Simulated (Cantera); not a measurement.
A perfectly stirred reactor is fed with N2O : H2 : N2 = 1 : 0.04 : 1.2 (molar parts), at 0.150 bar; it is held at 1575 K, and followed from long to short residence time.

Computed with Cantera and GRI-Mech 3.0 (53 species, 325 reactions). GRI-Mech 3.0 was tuned for natural gas; its chemistry of N2O as a main component is partial and can be far from experiment. The temperature is held fixed by assumption; the heat of reaction is taken as removed at once.

Predict: x(N2O) at τ = 0.660 s; x(H2) at τ = 0.660 s; x(H2O) at τ = 0.660 s; x(HO2) at τ = 0.660 s; x(O2) at τ = 0.660 s; x(N2O) at τ = 11.0 ms; x(H2) at τ = 11.0 ms; x(H2O) at τ = 11.0 ms; x(HO2) at τ = 11.0 ms; x(O2) at τ = 11.0 ms.


- x(N2O) at τ = 0.660 s: 0.0260
- x(H2) at τ = 0.660 s: 1.80e-5
- x(H2O) at τ = 0.660 s: 0.0148
- x(HO2) at τ = 0.660 s: 2.21e-7
- x(O2) at τ = 0.660 s: 0.132
- x(N2O) at τ = 11.0 ms: 0.333
- x(H2) at τ = 11.0 ms: 0.000676
- x(H2O) at τ = 11.0 ms: 0.0163
- x(HO2) at τ = 11.0 ms: 5.45e-6
- x(O2) at τ = 11.0 ms: 0.0299
